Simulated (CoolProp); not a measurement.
Sulfur hexafluoride at 370.15 K and 13.7 MPa flows at 5 m/s in a round tube of 1 mm bore and 0.25 µm roughness, fully developed (64/Re and Nu = 3.66 if laminar; Colebrook and Gnielinski if turbulent). Each further row changes one setting.

The numbers come from the reference Helmholtz-energy equation of state, Guder 2009 in CoolProp.

| case | Reynolds number | Darcy friction factor | pressure drop (Pa/m) | heat-transfer coefficient (W/(m² K)) | mass flow (kg/h) |
|---|---|---|---|---|---|
| as stated | 69200 | [?] | 284000 | [?] | 15.7 |
| velocity 10 m/s | 138000 | 0.0183 | 1020000 | [?] | 31.4 |
| diameter 2 mm | 138000 | 0.0176 | 122000 | [?] | [?] |

Problem. Complete the blanks.

Solution. 
- as stated, Darcy friction factor: 0.0205
- as stated, heat-transfer coefficient (W/(m² K)): 12400
- velocity 10 m/s, heat-transfer coefficient (W/(m² K)): 22600
- diameter 2 mm, heat-transfer coefficient (W/(m² K)): 10900
- diameter 2 mm, mass flow (kg/h): 62.8

Viscosity comes from a separate model (Quiñones-Cisneros 2012). Thermal conductivity comes from a separate model (Assael 2012).
